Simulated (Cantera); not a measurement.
What does this Cantera script print?

```python
import numpy as np
import cantera as ct

gas_names = """
    CL CL2 H HCL H2 N NH NH2 NH3 N2 N2H2 N2H4 Si SiCL SiCL2 SiCL3 SiCL4 SiH SiHCL3 SiH2 SiH2CL2 SiH3
    SiH3CL SiH4 SiN Si2 Si2N Si3
""".split()
cond_names = """
    NH4CL(a) NH4CL(b) Si(cr) Si(L) Si3N4(a)
""".split()


# ... load() reads the species with a 1 bar reference pressure and builds the phases ...
atoms = {
    'SiH4': {'Si': 1, 'H': 4},
    'HCl': {'H': 1, 'CL': 1},
    'N2': {'N': 2},
}
top_T = {'Si3N4(a)': 2400}  # K; cautious upper limits of use, not melting points


# ... equilibrate(T, P, feed) seeds the gas with the atoms and calls Mixture.equilibrate('TP', solver="vcs", rtol=1e-11, max_steps=5000) ...
results = []
feed = {'SiH4': 1, 'HCl': 0.046, 'N2': 13}  # mol
T = 1275  # K
P = 110000  # Pa
mix = equilibrate(T, P, feed)
results.append((T, P, feed, dict(zip(mix.species_names, mix.species_moles))))
x = sorted(zip(gas.X, gas.species_names), reverse=True)
print(f"T = {T:g} K  P = {P:g} Pa  gas = {mix.phase_moles(0):.4g} mol")
print("   x: " + "  ".join(f"{s} {v:.3e}" for v, s in x if v > 1e-05))
print("   condensed (mol): " + ("  ".join(f"{mix.phase(i).name} {mix.phase_moles(i):.4g}"
      for i in range(1, mix.n_phases) if mix.phase_moles(i) > 1e-12) or "none"))
```

Result:

```
T = 1275 K  P = 110000 Pa  gas = 14.38 mol
   x: N2 8.577e-01  H2 1.391e-01  HCL 3.199e-03
   condensed (mol): Si3N4(a) 0.3333
```

Cantera equilibrium calculation (NASA polynomials, part measured and part estimated; ideal gas, pure solids and liquids). N2 is the only nitrogen source here; it is nearly inert below about 1500 K, so the nitride shown seldom forms there in practice.
